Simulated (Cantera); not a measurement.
# Silicon carbide growth: SiH₄ + C₂H₄ + H₂

Charge: 1 mol SiH₄, 0.048 mol C₂H₄, 21 mol H₂, at 1.00 bar.

Cantera equilibrium calculation (NASA polynomials, part measured and part estimated; ideal gas, pure solids and liquids). Candidate condensed phases: C, C₆H₆, C₇H₈, C₈H₁₈, Si, SiC; 87 gas species. Mutual solubility and eutectic melting of coexisting phases are not modelled. Gases not in the tables: Si₂H₆ and higher silanes. Equilibrium is a limit: real reactors are often held back by kinetics, nucleation or transport.

From 902 °C to 1402 °C the condensed part is Si(s) + SiC(s). From 1452 °C to 1502 °C the condensed part is Si(l) + SiC(s). The main Si-bearing gas is SiH₄ at 902 °C and SiH₂ at 1502 °C.

| T (°C) | log p H₂ | log p H | log p CH₄ | log p SiH₂ | n Si(s) | n SiC(s) | n Si(l) |
|---|---|---|---|---|---|---|---|
| 902 | 0.00 | -6.91 | -4.56 | -8.15 | 0.905 | 0.0954 | 0 |
| 952 | 0.00 | -6.51 | -4.59 | -7.71 | 0.905 | 0.0954 | 0 |
| 1002 | 0.00 | -6.13 | -4.62 | -7.31 | 0.905 | 0.0954 | 0 |
| 1052 | 0.00 | -5.79 | -4.65 | -6.93 | 0.904 | 0.0955 | 0 |
| 1102 | 0.00 | -5.47 | -4.67 | -6.59 | 0.904 | 0.0955 | 0 |
| 1152 | 0.00 | -5.17 | -4.70 | -6.27 | 0.904 | 0.0955 | 0 |
| 1202 | 0.00 | -4.89 | -4.72 | -5.97 | 0.904 | 0.0956 | 0 |
| 1252 | 0.00 | -4.63 | -4.74 | -5.69 | 0.904 | 0.0956 | 0 |
| 1302 | 0.00 | -4.38 | -4.76 | -5.43 | 0.904 | 0.0956 | 0 |
| 1352 | 0.00 | -4.15 | -4.77 | -5.18 | 0.904 | 0.0956 | 0 |
| 1402 | 0.00 | -3.94 | -4.79 | -4.95 | 0.904 | 0.0956 | 0 |
| 1452 | 0.00 | -3.73 | -4.77 | -4.76 | 0 | 0.0956 | 0.904 |
| 1502 | 0.00 | -3.54 | -4.75 | -4.60 | 0 | 0.0956 | 0.904 |
log p: log10 of the partial pressure in bar; n: condensed amount in mol.
